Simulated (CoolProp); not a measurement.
Vapour-liquid equilibrium of R22 (1) + dimethyl ether (2) at 136 kPa; x and y are mole fractions of (1).

Computed with CoolProp (multi-fluid Helmholtz-energy mixture model, Kamei 1995 and Wu 2011; pair parameters Bell 2016).

Q: Give the bubble temperature and the first vapour's composition at x = 0.35, 0.575, 0.8. Is there an azeotrope?

A: x = 0.35: -17.0 °C, y = 0.390; x = 0.575: -20.8 °C, y = 0.732; x = 0.8: -28.3 °C, y = 0.946. y crosses x between x = 0.2 and 0.275: the model has an azeotrope there.

Pair parameters are fitted to limited data, so mixtures are less certain than the pure fluids.
